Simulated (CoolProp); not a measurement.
The fluid at 293.15 K and 0.204 MPa is compressed adiabatically to 1.45 MPa with isentropic efficiency 0.85. The same conditions are run with several fluids, on thermodynamics alone (safety and materials aside).

Model: reference Helmholtz-energy equation of state of each fluid (R124: de Vries 1995; C2F6 (R116): Lemmon 2006; hydrogen sulfide: Lemmon 2006; sulfur hexafluoride: Guder 2009; propylene: Lemmon 2013), in CoolProp.

| fluid | work (kJ/kg) | final temperature (K) | final density (kg/m³) |
|---|---|---|---|
| R124 | 39.4 | 363.0 | 84.6 |
| C2F6 (R116) | 42.0 | 352.0 | 74.8 |
| hydrogen sulfide | 207 | 496.7 | 12.2 |
| sulfur hexafluoride | 39.8 | 357.1 | 78.6 |
| propylene | 143 | 388.3 | 20.9 |
